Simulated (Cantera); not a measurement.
**Thermodynamics of iron carbonyl, mercury and lead vapours, feed HgO + H2**

Feed: 1 mol HgO, a varied amount of H2, held at 5930 Torr.

Method: chemical equilibrium by Gibbs-energy minimisation in Cantera with the NASA 1993 tables (ideal gas, pure condensed phases). Candidate condensed phases: H2O, Hg, HgO; 10 gas species. Rates play no part.

Stable condensed phases:

```
T in K \ n(H2) in mol
         0.27 0.92  1.6  2.2  2.9  3.5  4.2  4.8  5.5  6.1  6.8  7.4  8.1
   1523     A    A    A    A    A    A    A    A    A    A    A    A    A
   1448     A    A    A    A    A    A    A    A    A    A    A    A    A
   1373     A    A    A    A    A    A    A    A    A    A    A    A    A
   1298     A    A    A    A    A    A    A    A    A    A    A    A    A
   1223     A    A    A    A    A    A    A    A    A    A    A    A    A
   1148     A    A    A    A    A    A    A    A    A    A    A    A    A
   1073     A    A    A    A    A    A    A    A    A    A    A    A    A
    998     A    A    A    A    A    A    A    A    A    A    A    A    A
    923     A    A    A    A    A    A    A    A    A    A    A    A    A
    848     A    A    A    A    A    A    A    A    A    A    A    A    A
    773     B    A    A    A    A    A    A    A    A    A    A    A    A
    698     C    C    D    A    A    A    A    A    A    A    A    A    A
    623     C    C    D    D    D    D    D    D    D    D    D    D    A
    548     C    C    D    D    D    D    D    D    D    D    D    D    D
```

A: gas only; B: HgO; C: Hg + HgO; D: Hg.
